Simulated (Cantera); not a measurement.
Input (Python, Cantera):

```python
import numpy as np
import cantera as ct

gas = ct.Solution("gri30.yaml")
gas.TPX = 675, 110000, {'CH4': 1, 'O2': 1.67, 'N2': 4.5}
flame = ct.FreeFlame(gas, width=0.037)
flame.set_refine_criteria(ratio=3, slope=0.08, curve=0.16)
flame.transport_model = "mixture-averaged"
flame.solve(loglevel=0, auto=True)
z, T = flame.grid, flame.T
thick = (T[-1] - T[0]) / np.gradient(T, z).max()
show = ['CH4', 'O2', 'CH2', 'H2', 'NO', 'NO2']
print(f"laminar burning velocity  {flame.velocity[0] * 100:.3f} cm/s")
print(f"burnt temperature         {T[-1]:.1f} K")
print(f"thermal thickness         {thick * 1e3:.4f} mm")
print(f"grid points               {len(z)}")
z0 = z[flame.heat_release_rate.argmax()]
print(f"{'z/mm':>9s}{'T/K':>9s}{'u/(m/s)':>9s}" + "".join(f"{s:>11s}" for s in show))
rows = []
for k in (-3, -2, -1.5, -1, -0.5, -0.25, 0, 0.25, 0.5, 1, 2, 4, 8):
    zz = z0 + k * thick
    rows.append([k * thick, np.interp(zz, z, T), np.interp(zz, z, flame.velocity),
                 *(np.interp(zz, z, flame.X[gas.species_index(s)]) for s in show)])
    print(f"{rows[-1][0] * 1e3:9.3f}{rows[-1][1]:9.1f}{rows[-1][2]:9.3f}" + "".join(f"{x:11.3e}" for x in rows[-1][3:]))
```

Result:

```
laminar burning velocity  226.230 cm/s
burnt temperature         2592.6 K
thermal thickness         0.2201 mm
grid points               148
     z/mm      T/K  u/(m/s)        CH4         O2        CH2         H2         NO        NO2
   -0.660    675.1    2.266  1.392e-01  2.325e-01  8.443e-17  1.624e-03  4.776e-10  5.904e-11
   -0.440    676.9    2.280  1.385e-01  2.316e-01  9.522e-14  5.200e-03  6.912e-09  9.908e-10
   -0.330    684.3    2.315  1.371e-01  2.301e-01  9.741e-12  9.910e-03  3.859e-08  5.686e-09
   -0.220    747.0    2.555  1.307e-01  2.239e-01  3.886e-09  1.998e-02  3.981e-07  3.681e-08
   -0.110   1191.9    4.183  9.289e-02  1.832e-01  1.654e-06  3.828e-02  4.696e-06  5.095e-08
   -0.055   1648.3    5.896  5.052e-02  1.306e-01  4.014e-05  4.771e-02  1.208e-05  3.364e-08
    0.000   2060.2    7.486  1.396e-02  7.222e-02  1.837e-04  5.067e-02  2.646e-05  1.261e-08
    0.055   2262.5    8.262  1.775e-03  3.534e-02  1.189e-04  4.561e-02  4.817e-05  5.154e-09
    0.110   2319.8    8.459  1.346e-04  1.961e-02  1.843e-05  4.066e-02  6.808e-05  5.703e-09
    0.220   2352.3    8.536  5.846e-07  1.155e-02  1.146e-07  3.863e-02  8.827e-05  7.422e-09
    0.440   2389.3    8.632  1.570e-10  9.328e-03  3.663e-11  3.879e-02  1.049e-04  8.886e-09
    0.880   2438.4    8.778  1.449e-14  7.911e-03  2.018e-14  3.788e-02  1.316e-04  1.180e-08
    1.761   2498.6    8.956  1.177e-14  6.249e-03  2.188e-14  3.633e-02  1.839e-04  1.794e-08
```

Model: GRI-Mech 3.0 (53 species, 325 reactions), integrated in Cantera. Burning velocities carry a grid error of a few per cent, more on coarse grids.
